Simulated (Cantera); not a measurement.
Charge: 1 mol HgO, 0.049 mol H2, at 0.210 bar.

Method: chemical equilibrium by Gibbs-energy minimisation in Cantera with the NASA 1993 tables (ideal gas, pure condensed phases). Candidate condensed phases: H2O, Hg, HgO; 10 gas species. The numbers say what is thermodynamically allowed, not how fast it happens. All values below are at 1398 K.

Base state: Hg 0.656, O2 0.312, H2O 0.0321, OH 2.79e-5 (mole fractions); condensed: gas only.

Q: What changes in the equilibrium state with this change: HgO replaced by Hg?

A: 
```csv
species,before,after
Hg,0.656,0.953
H2,5.50e-8,0.0467
O2,0.312,0
H2O,0.0321,0
OH,2.79e-5,0
```
